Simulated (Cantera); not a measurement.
What does this Cantera script print?

```python
import numpy as np
import cantera as ct

gas = ct.Solution("gri30.yaml")
gas.TPX = 1375, 101325, {'N2O': 1, 'H2': 0.039, 'N2': 1.2}
reactor = ct.IdealGasConstPressureReactor(gas, energy="off", clone=False)
net = ct.ReactorNet([reactor])
net.rtol, net.atol = 1e-08, 1e-18
show = ['N2O', 'H2', 'NO', 'H2O', 'O2', 'OH', 'H']
times = np.geomspace(7e-05, 2, 13)

steps = ct.SolutionArray(gas, extra=["t"])
rows = []
print(f"{'t/s':>10s}{'T/K':>9s}{'P/Pa':>11s}" + "".join(f"{s:>11s}" for s in show))
for t in times:
    while net.time < t:
        t_next = net.step()
        steps.append(gas.state, t=t_next)
    rows.append([np.interp(t, steps.t, y) for y in (steps.T, steps.P, *steps(*show).X.T)])
    print(f"{t:10.3e}{rows[-1][0]:9.1f}{rows[-1][1]:11.4g}" + "".join(f"{x:11.3e}" for x in rows[-1][2:]))
rate = np.gradient(steps.T, steps.t)
print("integrator steps:", len(steps.t))
if steps.T.max() > steps.T[0] + 200:
    print(f"time of steepest temperature rise: {steps.t[rate.argmax()]:.4e} s")
gas.TPX = 1375, 101325, {'N2O': 1, 'H2': 0.039, 'N2': 1.2}
gas.equilibrate("TP")
print(f"equilibrium (TP): T = {gas.T:.1f} K  " + "  ".join(f"{s} {gas[s].X[0]:.3e}" for s in show))
```

Output:

```
       t/s      T/K       P/Pa        N2O         H2         NO        H2O         O2         OH          H
 7.000e-05   1375.0  1.013e+05  4.446e-01  1.575e-02  9.441e-05  1.581e-03  6.226e-05  7.997e-05  2.517e-05
 1.646e-04   1375.0  1.013e+05  4.399e-01  1.155e-02  2.781e-04  5.729e-03  1.916e-04  1.238e-04  2.895e-05
 3.870e-04   1375.0  1.013e+05  4.317e-01  4.710e-03  5.825e-04  1.258e-02  5.924e-04  1.275e-04  1.250e-05
 9.101e-04   1375.0  1.013e+05  4.247e-01  8.667e-04  1.026e-03  1.645e-02  1.651e-03  8.412e-05  1.644e-06
 2.140e-03   1375.0  1.013e+05  4.166e-01  5.774e-05  1.940e-03  1.723e-02  4.117e-03  6.179e-05  1.452e-07
 5.032e-03   1375.0  1.013e+05  4.002e-01  5.768e-07  4.024e-03  1.718e-02  9.713e-03  6.259e-05  6.531e-08
 1.183e-02   1375.0  1.013e+05  3.651e-01  3.321e-07  8.525e-03  1.693e-02  2.185e-02  6.548e-05  6.411e-08
 2.782e-02   1375.0  1.013e+05  2.971e-01  2.946e-07  1.704e-02  1.644e-02  4.553e-02  6.543e-05  6.198e-08
 6.542e-02   1375.0  1.013e+05  1.910e-01  2.594e-07  2.948e-02  1.568e-02  8.293e-02  6.038e-05  5.425e-08
 1.538e-01   1375.0  1.013e+05  7.956e-02  1.878e-07  4.045e-02  1.489e-02  1.233e-01  4.806e-05  3.331e-08
 3.617e-01   1375.0  1.013e+05  1.619e-02  7.264e-08  4.411e-02  1.445e-02  1.476e-01  2.768e-05  7.671e-09
 8.506e-01   1375.0  1.013e+05  8.000e-04  1.523e-08  4.425e-02  1.434e-02  1.539e-01  1.067e-05  6.265e-10
 2.000e+00   1375.0  1.013e+05  1.568e-06  1.118e-08  4.425e-02  1.434e-02  1.543e-01  8.374e-06  3.628e-10
integrator steps: 1998
equilibrium (TP): T = 1375.0 K  N2O 3.832e-08  H2 1.044e-08  NO 5.861e-04  H2O 1.434e-02  O2 1.764e-01  OH 8.652e-06  H 3.502e-10
```

Computed with Cantera and GRI-Mech 3.0 (53 species, 325 reactions). GRI-Mech 3.0 was tuned for natural gas; its chemistry of N2O as a main component is partial and can be far from experiment. The mechanism lacks the step 2 NO + O2 → 2 NO2, which can matter for NO2 below about 1400 K. The temperature is held fixed by assumption; the heat of reaction is taken as removed at once.
